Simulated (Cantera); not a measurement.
**Equilibrium for silicon etching in halogen gases: Si + F₂**

Charge: 1 mol Si, 4.3 mol F₂, at 3.30 Pa.

Method: chemical equilibrium by Gibbs-energy minimisation in Cantera with the NASA 1993 tables (ideal gas, pure condensed phases). Candidate condensed phases: Si; 9 gas species. Equilibrium is a limit: real reactors are often held back by kinetics, nucleation or transport.

From 177 °C to 1077 °C nothing is condensed. The main Si-bearing gas is SiF₄ throughout.

```json
[
 {"T (°C)": "177", "x F": "9.31e-5", "x F₂": "0.697", "x SiF₄": "0.303"},
 {"T (°C)": "277", "x F": "0.00466", "x F₂": "0.693", "x SiF₄": "0.302"},
 {"T (°C)": "377", "x F": "0.0684", "x F₂": "0.639", "x SiF₄": "0.293"},
 {"T (°C)": "477", "x F": "0.387", "x F₂": "0.368", "x SiF₄": "0.244"},
 {"T (°C)": "577", "x F": "0.748", "x F₂": "0.0627", "x SiF₄": "0.190"},
 {"T (°C)": "677", "x F": "0.814", "x F₂": "0.00644", "x SiF₄": "0.180"},
 {"T (°C)": "777", "x F": "0.820", "x F₂": "0.000897", "x SiF₄": "0.179"},
 {"T (°C)": "877", "x F": "0.821", "x F₂": "0.000173", "x SiF₄": "0.179"},
 {"T (°C)": "977", "x F": "0.821", "x F₂": "4.33e-5", "x SiF₄": "0.179"},
 {"T (°C)": "1077", "x F": "0.821", "x F₂": "1.32e-5", "x SiF₄": "0.179"}
]
```
x: gas mole fraction; nothing condenses.
